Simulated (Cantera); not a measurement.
An adiabatic, constant-pressure homogeneous reactor starts with 1.51 % CH4, 0.182 % C2H6, 0.500 % C3H8, 15.7 % O2, 59.3 % N2, 22.7 % H2O, equivalence ratio 0.39, at 1575 K and 19.0 bar.

Detailed kinetics in Cantera: GRI-Mech 3.0 (53 species, 325 reactions). GRI-Mech 3.0 was tuned for natural gas; its chemistry of propane as a main component is partial and can be far from experiment. The pressure lies above the range GRI-Mech 3.0 was tuned for (to about 10 atm).

Q: Predict: time of steepest temperature rise; temperature at 6.00 s; equilibrium temperature; x(CO) at 6.00 s; x(N2O) at 6.00 s; x(O) at 6.00 s; x(NO) at 6.00 s.

A: 
| Item | Value |
|---|---|
| time of steepest temperature rise | 12.5 µs |
| temperature at 6.00 s | 2157 K |
| equilibrium temperature | 2157 K |
| x(CO) at 6.00 s | 0.000114 (gas-phase equilibrium 0.000114) |
| x(N2O) at 6.00 s | 1.37e-6 (gas-phase equilibrium 1.37e-6) |
| x(O) at 6.00 s | 0.000143 (gas-phase equilibrium 0.000143) |
| x(NO) at 6.00 s | 0.00653 (gas-phase equilibrium 0.00653) |
